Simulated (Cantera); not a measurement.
# Equilibrium for silicon epitaxy and polysilicon growth: SiH2Cl2 + H2

Input: 1 mol SiH2Cl2, 100 mol H2, equilibrated at 0.00400 bar.

Method: chemical equilibrium by Gibbs-energy minimisation in Cantera with the NASA 1993 tables (ideal gas, pure condensed phases). Candidate condensed phases: Si; 19 gas species. The tables' values for SiCl, SiCl3 are old estimates; treat these amounts as uncertain. Gases not in the tables: Si2H6 and higher silanes. Rates play no part.

```tsv
T (K)	log p H2	log p HCl	log p H	log p SiCl2	log p Si	log p SiCl	n Si(s)	n Si(l)
1298	-2.41	-4.15	-7.17	-5.46	-10.39	-9.61	0.910	0
1348	-2.41	-4.15	-6.84	-5.44	-9.73	-9.18	0.907	0
1398	-2.41	-4.15	-6.53	-5.42	-9.11	-8.79	0.903	0
1448	-2.41	-4.15	-6.24	-5.41	-8.53	-8.42	0.900	0
1498	-2.41	-4.15	-5.97	-5.39	-8.00	-8.08	0.896	0
1548	-2.41	-4.15	-5.71	-5.38	-7.50	-7.76	0.892	0
1598	-2.41	-4.16	-5.48	-5.37	-7.03	-7.46	0.887	0
1648	-2.41	-4.16	-5.25	-5.36	-6.59	-7.18	0.878	0
1698	-2.41	-4.16	-5.04	-5.36	-6.18	-6.92	0	0.864
1748	-2.41	-4.16	-4.85	-5.38	-5.84	-6.72	0	0.847
1798	-2.41	-4.16	-4.66	-5.41	-5.51	-6.52	0	0.804
```
log p: log10 of the partial pressure in bar; n: condensed amount in mol.

From 1298 K to 1648 K the condensed part is Si(s). From 1698 K to 1798 K the condensed part is Si(l). The main Si-bearing gas is SiCl2 throughout. The share of Si in condensed phases is highest at 1298 K (91.0 %) and lowest at 1798 K (80.4 %).
